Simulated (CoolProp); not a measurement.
Vapour-liquid equilibrium of CHF3 (R23) (1) + R125 (2) at 193.2 K; x and y are mole fractions of (1).

Computed with CoolProp (multi-fluid Helmholtz-energy mixture model, Penoncello 2003 and Lemmon 2005; pair parameters Bell 2016).

Question: Give the bubble pressure and the first vapour's composition at x = 0.05, 0.35, 0.8. Is there an azeotrope?

Answer: x = 0.05: 0.02029 MPa, y = 0.271; x = 0.35: 0.05051 MPa, y = 0.796; x = 0.8: 0.09454 MPa, y = 0.964. No azeotrope shows between x = 0.05 and 0.95.

The pair parameters rest on a limited set of measurements; away from them the model extrapolates. The gap from Raoult's law changes sign with composition, which may be real or a fault of the pair parameters; it wasn't checked against measurements.
